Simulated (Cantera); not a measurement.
**Thermodynamics of silicon nitride deposition, feed SiH₂Cl₂ + NH₃**

Input: 1 mol SiH₂Cl₂, 0.91 mol NH₃, at 1.00 Torr.

These are equilibrium values from Cantera (NASA tables, ideal gas, pure condensed phases), not measurements of a reactor. Candidate condensed phases: NH₄Cl, Si, Si₃N₄; 28 gas species. Mutual solubility and eutectic melting of coexisting phases are not modelled. The tables' values for SiCl₃, SiCl are old estimates; treat these amounts as uncertain. The numbers say what is thermodynamically allowed, not how fast it happens.

From 1048 K to 1498 K the condensed part is Si₃N₄(s). At 1548 K the condensed part is Si(s) + Si₃N₄(s). From 1598 K to 1648 K the condensed part is Si(s). The main Si-bearing gas is SiCl₄ at 1048 K and SiCl₂ at 1648 K.

```json
[
 {"T (K)": "1048", "log p H₂": "-3.06", "log p HCl": "-3.48", "log p SiCl₂": "-5.71", "log p N₂": "-6.78", "log p SiCl₄": "-3.89", "log p SiCl₃": "-5.43", "n Si₃N₄(s)": "0.227", "n Si(s)": "0"},
 {"T (K)": "1098", "log p H₂": "-3.07", "log p HCl": "-3.46", "log p SiCl₂": "-5.12", "log p N₂": "-6.70", "log p SiCl₄": "-3.93", "log p SiCl₃": "-5.10", "n Si₃N₄(s)": "0.227", "n Si(s)": "0"},
 {"T (K)": "1148", "log p H₂": "-3.08", "log p HCl": "-3.43", "log p SiCl₂": "-4.67", "log p N₂": "-6.43", "log p SiCl₄": "-4.01", "log p SiCl₃": "-4.86", "n Si₃N₄(s)": "0.227", "n Si(s)": "0"},
 {"T (K)": "1198", "log p H₂": "-3.10", "log p HCl": "-3.39", "log p SiCl₂": "-4.36", "log p N₂": "-5.98", "log p SiCl₄": "-4.16", "log p SiCl₃": "-4.73", "n Si₃N₄(s)": "0.226", "n Si(s)": "0"},
 {"T (K)": "1248", "log p H₂": "-3.12", "log p HCl": "-3.35", "log p SiCl₂": "-4.15", "log p N₂": "-5.47", "log p SiCl₄": "-4.37", "log p SiCl₃": "-4.69", "n Si₃N₄(s)": "0.223", "n Si(s)": "0"},
 {"T (K)": "1298", "log p H₂": "-3.14", "log p HCl": "-3.34", "log p SiCl₂": "-4.00", "log p N₂": "-5.00", "log p SiCl₄": "-4.66", "log p SiCl₃": "-4.72", "n Si₃N₄(s)": "0.215", "n Si(s)": "0"},
 {"T (K)": "1348", "log p H₂": "-3.15", "log p HCl": "-3.36", "log p SiCl₂": "-3.88", "log p N₂": "-4.65", "log p SiCl₄": "-5.01", "log p SiCl₃": "-4.80", "n Si₃N₄(s)": "0.199", "n Si(s)": "0"},
 {"T (K)": "1398", "log p H₂": "-3.14", "log p HCl": "-3.41", "log p SiCl₂": "-3.78", "log p N₂": "-4.40", "log p SiCl₄": "-5.42", "log p SiCl₃": "-4.92", "n Si₃N₄(s)": "0.176", "n Si(s)": "0"},
 {"T (K)": "1448", "log p H₂": "-3.13", "log p HCl": "-3.48", "log p SiCl₂": "-3.70", "log p N₂": "-4.23", "log p SiCl₄": "-5.87", "log p SiCl₃": "-5.07", "n Si₃N₄(s)": "0.151", "n Si(s)": "0"},
 {"T (K)": "1498", "log p H₂": "-3.13", "log p HCl": "-3.56", "log p SiCl₂": "-3.64", "log p N₂": "-4.12", "log p SiCl₄": "-6.33", "log p SiCl₃": "-5.24", "n Si₃N₄(s)": "0.125", "n Si(s)": "0"},
 {"T (K)": "1548", "log p H₂": "-3.13", "log p HCl": "-3.64", "log p SiCl₂": "-3.62", "log p N₂": "-3.93", "log p SiCl₄": "-6.78", "log p SiCl₃": "-5.42", "n Si₃N₄(s)": "0.0639", "n Si(s)": "0.133"},
 {"T (K)": "1598", "log p H₂": "-3.15", "log p HCl": "-3.66", "log p SiCl₂": "-3.63", "log p N₂": "-3.80", "log p SiCl₄": "-7.12", "log p SiCl₃": "-5.57", "n Si₃N₄(s)": "0", "n Si(s)": "0.320"},
 {"T (K)": "1648", "log p H₂": "-3.15", "log p HCl": "-3.66", "log p SiCl₂": "-3.63", "log p N₂": "-3.80", "log p SiCl₄": "-7.42", "log p SiCl₃": "-5.69", "n Si₃N₄(s)": "0", "n Si(s)": "0.315"}
]
```
log p: log10 of the partial pressure in bar; n: condensed amount in mol.
